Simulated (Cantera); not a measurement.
A closed system holds: 1 mol Si3N4, a varied amount of HF, 0.89 mol N2, at 0.113 Torr.

These are equilibrium values from Cantera (NASA tables, ideal gas, pure condensed phases), not measurements of a reactor. Candidate condensed phases: Si, Si3N4; 37 gas species. The tables' values for SiF2, SiF3 are old estimates. Equilibrium is a limit: real reactors are often held back by kinetics, nucleation or transport.

Problem. What condenses at these points (T in K, n(HF) in mol): (1748, 8.6); (1748, 15); (1748, 30); (1898, 10); (1673, 6); (1448, 8.6)?

Solution. 
```
T (K)  n(HF) in mol  condensed phases  Si condensed (%)
-----  ------------  ----------------  ----------------
1748            8.6          gas only               0.0
1748             15          gas only               0.0
1748             30          gas only               0.0
1898             10          gas only               0.0
1673              6                Si              14.7
1448            8.6             Si3N4              13.3
```
